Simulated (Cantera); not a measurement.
Input: 1 mol MgO, 7.3 mol Cl2, 59 mol N2, at 1000 K and 1.33 mbar.

These are equilibrium values from Cantera (NASA tables, ideal gas, pure condensed phases), not measurements of a reactor. Candidate condensed phases: Mg, MgCl2, MgO; 18 gas species. The numbers say what is thermodynamically allowed, not how fast it happens.

Base state: N2 0.887, Cl2 0.104, MgCl2 0.00367, Cl 0.00344, O2 0.00184 (mole fractions); condensed: MgO(s).

What changes in the equilibrium state with this change: pressure from 1.33 mbar to 5.00 mbar?


```
species       before    after
-----------  -------  -------
N2             0.887    0.888
Cl2            0.104    0.107
MgCl2        0.00367  0.00240
Cl           0.00344  0.00179
O2           0.00184  0.00120
MgO(s), mol    0.756    0.841
```
